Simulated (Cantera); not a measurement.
Input: 1 mol Si, 0.16 mol CO, 93 mol H2, equilibrated at 99.0 mbar.

These are equilibrium values from Cantera (NASA tables, ideal gas, pure condensed phases), not measurements of a reactor. Candidate condensed phases: C, C6H6, C7H8, C8H18, H2O, Si, SiC, SiO2; 123 gas species. Kinetics and transport are ignored. All values below are at 550 °C.

Base state: H2 1.000 (mole fractions); condensed: Si(s) + SiC(s) + SiO2(α-quartz).

### Question
What changes in the equilibrium state with this change: Si replaced by Fe?

### Answer
```tsv
species	before	after
H2	1.000	0.997
CH4	5.44e-6	0.00170
H2O	<1e-9	0.00170
CO	<1e-9	2.41e-5
Si(s), mol	0.761	0
SiC(s), mol	0.159	0
SiO2(α-quartz), mol	0.0800	0
Fe(α), mol	0	1.00
```
Further candidate phases: Fe, Fe(CO)5, FeO, Fe(OH)2, Fe(OH)3, Fe2O3, Fe3O4.
